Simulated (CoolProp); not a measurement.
Properties of nitrous oxide at several states (Tc = 36.4 °C, pc = 7.245 MPa, ω = 0.161).

Values from CoolProp's reference Helmholtz-energy equation of state, Lemmon 2006. It is a short technical equation, of lower accuracy than the large ones.

```csv
T (°C),p (MPa),phase,density (kg/m³),expansivity (1/kK),fugacity coefficient
-46.85,0.356,gas,8.745,5.188,0.9547
82.45,30.8,supercritical,751.5,4.894,0.4228
40.35,19,supercritical,827.6,5.666,0.3443
-25.35,0.263,gas,5.767,4.379,0.9749
-11.05,0.906,gas,19.84,4.934,0.9275
141.55,2.49,gas,33.27,2.839,0.9563
```
